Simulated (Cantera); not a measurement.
An isothermal, constant-pressure homogeneous reactor starts with 20.7 % H₂, 12.2 % O₂, 67.1 % N₂, at 975 K and 0.190 bar.

Computed with Cantera and the H2/O2 subset of GRI-Mech 3.0, which has no nitrogen chemistry. The temperature is held fixed by assumption; the heat of reaction is taken as removed at once.

One state of this run: x H₂ = 0.000447; x O₂ = 0.0206; x H = 7.13e-6; x H₂O = 0.231; x H₂O₂ = 6.95e-7; x O = 7.09e-6. x: mole fraction; the columns are a selection and need not sum to one.

Which value of t (s) does it belong to?
(A) 0.426
(B) 0.0194
(C) 0.00413
(D) 0.000188

B, 0.0194
